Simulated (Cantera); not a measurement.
Input (Python, Cantera):

```python
import numpy as np
import cantera as ct

gas = ct.Solution("gri30.yaml", transport_model="mixture-averaged")
show = ['O', 'N2', 'H2']

rows = []
print(f"{'T/K':>7s}{'rho':>11s}{'cp':>10s}{'mu':>11s}{'lambda':>11s}{'Pr':>7s}" + "".join(f"{'D_' + s:>11s}" for s in show))
for T in [400, 650, 900, 1150, 1400, 1650, 1900, 2150, 2400]:
    gas.TPX = T, 101325, {'C3H8': 0.73, 'CO2': 0.27, 'CH4': 0.093, 'CO': 0.99}
    Pr = gas.cp_mass * gas.viscosity / gas.thermal_conductivity
    D = [gas.mix_diff_coeffs_mole[gas.species_index(s)] for s in show]
    rows.append([gas.density, gas.cp_mass, gas.viscosity, gas.thermal_conductivity, Pr, *D])
    print(f"{T:7g}{gas.density:11.4e}{gas.cp_mass:10.1f}{gas.viscosity:11.4e}"
          f"{gas.thermal_conductivity:11.4e}{Pr:7.3f}" + "".join(f"{d:11.4e}" for d in D))
print("SI units: kg/m3, J/kg/K, Pa s, W/m/K, m2/s")
```

It prints:

```
    T/K        rho        cp         mu     lambda     Pr        D_O       D_N2       D_H2
    400 1.0720e+00    1537.4 1.5916e-05 3.1130e-02  0.786 4.0647e-05 2.6262e-05 1.0140e-04
    650 6.5971e-01    2019.2 2.3349e-05 5.4991e-02  0.857 9.3981e-05 6.1068e-05 2.3063e-04
    900 4.7646e-01    2369.4 2.9570e-05 7.7967e-02  0.899 1.6292e-04 1.0610e-04 3.9731e-04
   1150 3.7288e-01    2607.6 3.5057e-05 9.9510e-02  0.919 2.4563e-04 1.6016e-04 5.9730e-04
   1400 3.0630e-01    2782.2 4.0046e-05 1.1963e-01  0.931 3.4096e-04 2.2245e-04 8.2786e-04
   1650 2.5989e-01    2917.4 4.4674e-05 1.3845e-01  0.941 4.4806e-04 2.9243e-04 1.0870e-03
   1900 2.2569e-01    3020.4 4.9025e-05 1.5610e-01  0.949 5.6629e-04 3.6967e-04 1.3731e-03
   2150 1.9945e-01    3097.6 5.3160e-05 1.7268e-01  0.954 6.9512e-04 4.5383e-04 1.6849e-03
   2400 1.7867e-01    3154.6 5.7118e-05 1.8832e-01  0.957 8.3413e-04 5.4464e-04 2.0214e-03
SI units: kg/m3, J/kg/K, Pa s, W/m/K, m2/s
```

Model: GRI-Mech 3.0 (53 species, 325 reactions), integrated in Cantera. The composition is frozen, though it would react at the higher temperatures.
